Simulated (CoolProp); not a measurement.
Vapour-liquid equilibrium of R134a (1) + R142b (2) at 329.9 K; x and y are mole fractions of (1).

Computed with CoolProp (multi-fluid Helmholtz-energy mixture model, Tillner-Roth 1994 and Lemmon 2006; pair parameters Bell 2016).

```tsv
x	bubble pressure, mixture model (MPa)	bubble pressure, Raoult's law (MPa)	y, mixture model	y, Raoult's law
0.05	0.8536	0.8465	0.089	0.092
0.15	0.9404	0.9212	0.243	0.253
0.25	1.024	0.9959	0.371	0.391
0.35	1.105	1.071	?	0.509
0.45	1.182	1.145	?	0.611
0.55	1.256	1.220	?	0.702
0.65	1.327	1.295	0.743	0.781
0.75	1.396	1.369	0.818	0.852
0.85	?	1.444	0.891	0.916
0.95	1.525	1.519	0.963	0.973
```

Q: Some entries are withheld; supply them.

A: 
- 0.35, y, mixture model: 0.481
- 0.45, y, mixture model: 0.577
- 0.55, y, mixture model: 0.663
- 0.85, bubble pressure, mixture model (MPa): 1.462

The largest gap from Raoult's law is +3.2 % in bubble pressure, at x = 0.45. No azeotrope shows between x = 0.05 and 0.95.

The pair parameters rest on a limited set of measurements; away from them the model extrapolates.
